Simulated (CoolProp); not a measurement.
Vapour-liquid equilibrium of R143a (1) + R152A (2) at 0.0183 MPa; x and y are mole fractions of (1).

Computed with CoolProp (multi-fluid Helmholtz-energy mixture model, Lemmon and Jacobsen 2000 and Outcalt 1996; pair parameters Bell 2016).

```json
[
 {"x": "0.05", "bubble temperature (°C)": "-59.5", "y at the bubble point": "0.195", "dew temperature at overall composition x (°C)": "-57.5", "liquid density (mol/L)": "16.27"},
 {"x": "0.15", "bubble temperature (°C)": "-63.6", "y at the bubble point": "0.442", "dew temperature at overall composition x (°C)": "-58.9", "liquid density (mol/L)": "16.16"},
 {"x": "0.25", "bubble temperature (°C)": "-66.6", "y at the bubble point": "0.591", "dew temperature at overall composition x (°C)": "-60.4", "liquid density (mol/L)": "16.03"},
 {"x": "0.35", "bubble temperature (°C)": "-68.9", "y at the bubble point": "0.691", "dew temperature at overall composition x (°C)": "-62.0", "liquid density (mol/L)": "15.88"},
 {"x": "0.45", "bubble temperature (°C)": "-70.8", "y at the bubble point": "0.764", "dew temperature at overall composition x (°C)": "-63.8", "liquid density (mol/L)": "15.72"},
 {"x": "0.55", "bubble temperature (°C)": "-72.4", "y at the bubble point": "0.822", "dew temperature at overall composition x (°C)": "-65.8", "liquid density (mol/L)": "15.56"},
 {"x": "0.65", "bubble temperature (°C)": "-73.8", "y at the bubble point": "0.869", "dew temperature at overall composition x (°C)": "-68.0", "liquid density (mol/L)": "15.39"},
 {"x": "0.75", "bubble temperature (°C)": "-75.0", "y at the bubble point": "0.911", "dew temperature at overall composition x (°C)": "-70.4", "liquid density (mol/L)": "15.23"},
 {"x": "0.85", "bubble temperature (°C)": "-76.2", "y at the bubble point": "0.948", "dew temperature at overall composition x (°C)": "-73.2", "liquid density (mol/L)": "15.07"},
 {"x": "0.95", "bubble temperature (°C)": "-77.2", "y at the bubble point": "0.983", "dew temperature at overall composition x (°C)": "-76.2", "liquid density (mol/L)": "14.91"}
]
```

No azeotrope shows between x = 0.05 and 0.95.

The pair parameters rest on a limited set of measurements; away from them the model extrapolates.
